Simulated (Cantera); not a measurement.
Cantera run, input and output.

```python
import numpy as np
import cantera as ct

gas = ct.Solution("gri30.yaml")
gas.TPX = 1325, 500000, {'CH3OH': 0.0025, 'O2': 0.047, 'N2': 1}
inlet = ct.Reservoir(gas, clone=True)

reactor = ct.IdealGasConstPressureReactor(gas, energy="off", clone=False)
exhaust = ct.Reservoir(gas, clone=True)
tau = [0.51, 0.28, 0.15, 0.085, 0.046, 0.025, 0.014, 0.0076, 0.0042, 0.0023][0]
for a, b in ((inlet, reactor), (reactor, exhaust)):
    ct.MassFlowController(a, b, mdot=lambda t: reactor.mass / tau)
net = ct.ReactorNet([reactor])
show = ['CH3OH', 'O2', 'CH2', 'CH4', 'H2O', 'O']

rows = []
print(f"{'tau/s':>10s}{'T/K':>9s}" + "".join(f"{s:>11s}" for s in show))
for tau in [0.51, 0.28, 0.15, 0.085, 0.046, 0.025, 0.014, 0.0076, 0.0042, 0.0023]:
    net.initial_time = 0.0
    net.advance(30 * tau)
    before = gas.X
    net.advance(40 * tau)
    drift = np.max(np.abs(gas.X - before) / (gas.X + 1e-9))
    rows.append([gas.T, *gas[show].X, drift])
    print(f"{tau:10.3e}{gas.T:9.1f}" + "".join(f"{x:11.3e}" for x in gas[show].X))
```

Output:

```
     tau/s      T/K      CH3OH         O2        CH2        CH4        H2O          O
 5.100e-01   1325.0  2.052e-06  4.120e-02  2.336e-13  2.117e-10  4.750e-03  8.107e-07
 2.800e-01   1325.0  3.398e-06  4.122e-02  3.775e-13  3.103e-10  4.746e-03  1.129e-06
 1.500e-01   1325.0  5.700e-06  4.126e-02  6.171e-13  4.698e-10  4.739e-03  1.548e-06
 8.500e-02   1325.0  9.060e-06  4.132e-02  9.619e-13  7.014e-10  4.728e-03  1.984e-06
 4.600e-02   1325.0  1.488e-05  4.142e-02  1.557e-12  1.120e-09  4.709e-03  2.469e-06
 2.500e-02   1325.0  2.438e-05  4.154e-02  2.532e-12  1.858e-09  4.678e-03  2.908e-06
 1.400e-02   1325.0  3.912e-05  4.169e-02  4.063e-12  3.108e-09  4.629e-03  3.235e-06
 7.600e-03   1325.0  6.478e-05  4.187e-02  6.772e-12  5.468e-09  4.543e-03  3.445e-06
 4.200e-03   1325.0  1.063e-04  4.206e-02  1.127e-11  9.505e-09  4.401e-03  3.499e-06
 2.300e-03   1325.0  1.773e-04  4.230e-02  1.919e-11  1.637e-08  4.157e-03  3.377e-06
```

Computed with Cantera and GRI-Mech 3.0 (53 species, 325 reactions). GRI-Mech 3.0 was tuned for natural gas; its chemistry of methanol as a main component is partial and can be far from experiment.
